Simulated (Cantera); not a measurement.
Input: 1 mol Fe3O4, 3.3 mol C, 0.21 mol N2, held at 2598 K and 133 Pa.

These are equilibrium values from Cantera (NASA tables, ideal gas, pure condensed phases), not measurements of a reactor. Candidate condensed phases: C, Fe, Fe(CO)5, FeO, Fe2O3, Fe3O4; 27 gas species. The numbers say what is thermodynamically allowed, not how fast it happens.

Base state: CO 0.452, Fe 0.424, O 0.0538, N2 0.0298, CO2 0.0232, FeO 0.00836, O2 0.00726, NO 0.000981 (mole fractions); condensed: gas only.

Task: What changes in the equilibrium state with this change: pressure from 133 Pa to 2700 Pa?

Result: 
| species | before | after |
|---|---|---|
| CO | 0.452 | 0.435 |
| Fe | 0.424 | 0.430 |
| CO2 | 0.0232 | 0.0662 |
| O | 0.0538 | 0.00790 |
| FeO | 0.00836 | 0.0252 |
| N2 | 0.0298 | 0.0316 |
| O2 | 0.00726 | 0.00316 |
| NO | 0.000981 | 0.000667 |
